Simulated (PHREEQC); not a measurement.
1 kg of water holding 0.2 mol Na2CO3 and 0.31 mol NaCl is evaporated at 20 °C; the solids stay in contact with the brine. CO2 is held at log p = -3.4 (atm). Only these solids could form: Halite, Nahcolite, Natron, Trona.

Equilibrium calculation in PHREEQC: Pitzer model, pitzer.dat.

Predict ionic strength, water activity, Cl in solution (mol/kgw), Na in solution (mol/kgw) at water left (kg) = 0.6749, 0.5547, 0.02385.


```csv
water left (kg),ionic strength,water activity,Cl in solution (mol/kgw),Na in solution (mol/kgw)
0.6749,1.29,0.973,0.459,1.05
0.5547,1.58,0.967,0.559,1.28
0.02385,7.57,0.743,5.44,6.90
```
